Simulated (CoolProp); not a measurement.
Computed with CoolProp (reference Helmholtz-energy equation of state, Schroeder 2014).

Task: For ethanol, give the phase and the density (kg/m³), cp (kJ/(kg K)), cv (kJ/(kg K)), expansivity (1/kK) at 424.9 K and 0.485 MPa; 447.4 K and 0.485 MPa.

Result: 
- 424.9 K and 0.485 MPa: gas; density 6.75, cp 2.09, cv 1.80, expansivity 3.19
- 447.4 K and 0.485 MPa: gas; density 6.31, cp 2.10, cv 1.84, expansivity 2.82
